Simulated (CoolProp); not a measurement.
Vapour-liquid equilibrium of R134a (1) + R152A (2) at 4.88 bar; x and y are mole fractions of (1).

The numbers come from the multi-fluid Helmholtz-energy mixture model, Tillner-Roth 1994 and Outcalt 1996; pair parameters Lemmon 2004 in CoolProp.

```json
[
 {"x": "0.05", "bubble temperature, mixture model (°C)": "18.4", "bubble temperature, Raoult's law (°C)": "18.2", "y, mixture model": "0.051", "y, Raoult's law": "0.055"},
 {"x": "0.15", "bubble temperature, mixture model (°C)": "18.3", "bubble temperature, Raoult's law (°C)": "17.8", "y, mixture model": "0.155", "y, Raoult's law": "0.164"},
 {"x": "0.25", "bubble temperature, mixture model (°C)": "18.1", "bubble temperature, Raoult's law (°C)": "17.5", "y, mixture model": "0.260", "y, Raoult's law": "0.271"},
 {"x": "0.35", "bubble temperature, mixture model (°C)": "17.9", "bubble temperature, Raoult's law (°C)": "17.1", "y, mixture model": "0.366", "y, Raoult's law": "0.375"},
 {"x": "0.45", "bubble temperature, mixture model (°C)": "17.6", "bubble temperature, Raoult's law (°C)": "16.8", "y, mixture model": "0.471", "y, Raoult's law": "0.477"},
 {"x": "0.55", "bubble temperature, mixture model (°C)": "17.2", "bubble temperature, Raoult's law (°C)": "16.5", "y, mixture model": "0.575", "y, Raoult's law": "0.577"},
 {"x": "0.65", "bubble temperature, mixture model (°C)": "16.8", "bubble temperature, Raoult's law (°C)": "16.1", "y, mixture model": "0.676", "y, Raoult's law": "0.674"},
 {"x": "0.75", "bubble temperature, mixture model (°C)": "16.3", "bubble temperature, Raoult's law (°C)": "15.8", "y, mixture model": "0.774", "y, Raoult's law": "0.770"},
 {"x": "0.85", "bubble temperature, mixture model (°C)": "15.8", "bubble temperature, Raoult's law (°C)": "15.5", "y, mixture model": "0.868", "y, Raoult's law": "0.863"},
 {"x": "0.95", "bubble temperature, mixture model (°C)": "15.3", "bubble temperature, Raoult's law (°C)": "15.1", "y, mixture model": "0.957", "y, Raoult's law": "0.955"}
]
```

The largest gap from Raoult's law is +0.8 K in bubble temperature, at x = 0.45. No azeotrope shows between x = 0.05 and 0.95.

Pair parameters are fitted to limited data, so mixtures are less certain than the pure fluids.
